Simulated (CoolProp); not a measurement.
Vapour-liquid equilibrium of n-butane (1) + cyclohexane (2) at 26.85 °C; x and y are mole fractions of (1).

The numbers come from the multi-fluid Helmholtz-energy mixture model, Bücker 2006 and Zhou 2014; pair parameters Bell 2016 in CoolProp.

Problem. Give the bubble pressure and the first vapour's composition at x = 0.575, 0.8, 0.95. Is there an azeotrope?

Solution. x = 0.575: 152.7 kPa, y = 0.960; x = 0.8: 208.0 kPa, y = 0.985; x = 0.95: 244.7 kPa, y = 0.997. No azeotrope shows between x = 0.05 and 0.95.

The pair parameters rest on a limited set of measurements; away from them the model extrapolates.
